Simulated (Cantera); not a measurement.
A freely propagating, adiabatic, planar premixed flame of H2 : O2 : N2 : H2O = 1 : 0.909 : 3.42 : 0.19 (molar parts), equivalence ratio 0.55, unburnt at 625 K and 9.60 bar; mixture-averaged transport, grid criteria slope 0.08 and curve 0.16, no radiation.

Cantera simulation using the H2/O2 subset of GRI-Mech 3.0, which has no nitrogen chemistry; the numbers are that mechanism's predictions, not measurements. The hydrogen kinetics of GRI-Mech 3.0 are dated; newer H2 mechanisms differ, most at raised pressure. Burning velocities carry a grid error of a few per cent, more on coarse grids. Lean hydrogen flames are cellular in practice and burn faster than this planar one.

Question: What does this change do: H2 1 to 0.8 parts?

Answer: 
```json
[
 {"quantity": "laminar burning velocity", "before": "90.5 cm/s", "after": "29.2 cm/s"},
 {"quantity": "thermal thickness", "before": "0.0489 mm", "after": "0.106 mm"},
 {"quantity": "peak x(H)", "before": "0.000981", "after": "0.000151"},
 {"quantity": "peak x(H2O2)", "before": "0.000349", "after": "0.000249"},
 {"quantity": "peak x(HO2)", "before": "0.000742", "after": "0.000413"}
]
```

Question: What does this change do: inlet temperature 625 to 548 K?

Answer: 
| quantity | before | after |
|---|---|---|
| laminar burning velocity | 90.5 cm/s | 52.0 cm/s |
| thermal thickness | 0.0489 mm | 0.0627 mm |
| peak x(H) | 0.000981 | 0.000572 |
| peak x(H2O2) | 0.000349 | 0.000352 |
| peak x(HO2) | 0.000742 | 0.000624 |
